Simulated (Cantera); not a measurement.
A perfectly stirred reactor is fed with CH3OH : O2 : N2 = 0.028 : 0.051 : 1 (molar parts), equivalence ratio 0.82, at 0.671 atm; it is held at 1000 K, and followed from long to short residence time.

Detailed kinetics in Cantera: GRI-Mech 3.0 (53 species, 325 reactions). GRI-Mech 3.0 was tuned for natural gas; its chemistry of methanol as a main component is partial and can be far from experiment. The temperature is held fixed by assumption; the heat of reaction is taken as removed at once.

Problem. Predict: x(CH3OH) at τ = 19.0 s; x(O2) at τ = 19.0 s; x(CO) at τ = 19.0 s; x(CH3OH) at τ = 0.320 s; x(O2) at τ = 0.320 s; x(CO) at τ = 0.320 s.

Solution. 
* **x(CH3OH) at τ = 19.0 s**: 9.05e-5
* **x(O2) at τ = 19.0 s**: 0.0100
* **x(CO) at τ = 19.0 s**: 0.00281
* **x(CH3OH) at τ = 0.320 s**: 0.00391
* **x(O2) at τ = 0.320 s**: 0.0270
* **x(CO) at τ = 0.320 s**: 0.0156
